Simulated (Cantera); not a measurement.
Dilute partial oxidation

An isothermal, constant-pressure homogeneous reactor starts with CH2O : O2 : N2 : H2O = 0.016 : 0.0069 : 1 : 0.078 (molar parts), at 1150 K and 3750 Torr.

Computed with Cantera and GRI-Mech 3.0 (53 species, 325 reactions).

```json
[
 {"t (s)": "0.000400", "x CH2O": "0.0106", "x O2": "0.00524", "x C2H6": "<1e-12", "x HCO": "3.30e-6", "x CH2": "1.10e-10", "x C2H": "<1e-12", "x C2H4": "<1e-12"},
 {"t (s)": "0.000984", "x CH2O": "8.59e-6", "x O2": "0.00294", "x C2H6": "3.86e-12", "x HCO": "2.79e-8", "x CH2": "8.17e-12", "x C2H": "<1e-12", "x C2H4": "3.26e-12"},
 {"t (s)": "0.00242", "x CH2O": "3.71e-9", "x O2": "0.00165", "x C2H6": "<1e-12", "x HCO": "9.35e-9", "x CH2": "1.40e-12", "x C2H": "<1e-12", "x C2H4": "<1e-12"},
 {"t (s)": "0.00596", "x CH2O": "1.82e-9", "x O2": "0.000489", "x C2H6": "<1e-12", "x HCO": "8.06e-9", "x CH2": "<1e-12", "x C2H": "<1e-12", "x C2H4": "<1e-12"},
 {"t (s)": "0.0147", "x CH2O": "7.90e-10", "x O2": "5.78e-5", "x C2H6": "<1e-12", "x HCO": "4.01e-9", "x CH2": "<1e-12", "x C2H": "<1e-12", "x C2H4": "<1e-12"},
 {"t (s)": "0.0361", "x CH2O": "3.74e-10", "x O2": "6.31e-6", "x C2H6": "<1e-12", "x HCO": "1.34e-9", "x CH2": "<1e-12", "x C2H": "<1e-12", "x C2H4": "<1e-12"},
 {"t (s)": "0.0887", "x CH2O": "2.40e-10", "x O2": "8.64e-7", "x C2H6": "<1e-12", "x HCO": "4.50e-10", "x CH2": "<1e-12", "x C2H": "<1e-12", "x C2H4": "1.08e-12"},
 {"t (s)": "0.218", "x CH2O": "1.95e-10", "x O2": "1.37e-7", "x C2H6": "<1e-12", "x HCO": "1.56e-10", "x CH2": "<1e-12", "x C2H": "<1e-12", "x C2H4": "1.24e-12"},
 {"t (s)": "0.537", "x CH2O": "1.79e-10", "x O2": "2.41e-8", "x C2H6": "<1e-12", "x HCO": "5.59e-11", "x CH2": "<1e-12", "x C2H": "<1e-12", "x C2H4": "1.29e-12"},
 {"t (s)": "1.32", "x CH2O": "1.73e-10", "x O2": "4.59e-9", "x C2H6": "<1e-12", "x HCO": "2.07e-11", "x CH2": "<1e-12", "x C2H": "<1e-12", "x C2H4": "1.30e-12"},
 {"t (s)": "3.25", "x CH2O": "1.71e-10", "x O2": "9.12e-10", "x C2H6": "<1e-12", "x HCO": "7.97e-12", "x CH2": "<1e-12", "x C2H": "<1e-12", "x C2H4": "1.31e-12"},
 {"t (s)": "8.00", "x CH2O": "1.69e-10", "x O2": "1.79e-10", "x C2H6": "<1e-12", "x HCO": "3.19e-12", "x CH2": "<1e-12", "x C2H": "<1e-12", "x C2H4": "1.31e-12"}
]
```
x: mole fraction; the columns are a selection and need not sum to one.

Equilibrium at this temperature and pressure: CH2O 9.24e-11, O2 <1e-12, C2H6 <1e-12, HCO <1e-12, CH2 <1e-12, C2H <1e-12, C2H4 <1e-12 (gas phase only).
